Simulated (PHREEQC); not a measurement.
A solution holds 0.23 mol/kgw FeSO4, 0.16 mol/kgw ZnCl2 and 0.013 mol/kgw NaH2PO4, at 20 °C. Closed to the air; pH follows from the charge balance.

The numbers come from PHREEQC with the ion-association model, wateq4f.dat.

### Question
The ionic strength comes out as 0.831 mol/kgw. What activity coefficients do HSO4-, FeHSO4+, H+, Fe+2, ZnCl4-2 get?

### Answer
HSO4- 0.64, FeHSO4+ 0.77, H+ 0.75, Fe+2 0.22, ZnCl4-2 0.18.

Precipitation was switched off in this run. The solution is supersaturated, for example in Vivianite, so a real one may precipitate; this is no full list. Ionic strength above about 0.7 mol/kgw puts this run outside the model's range. H3PO4, which wateq4f.dat lacks, is added to it with the constant of phreeqc.dat. The database has no phosphate complexes of Zn.
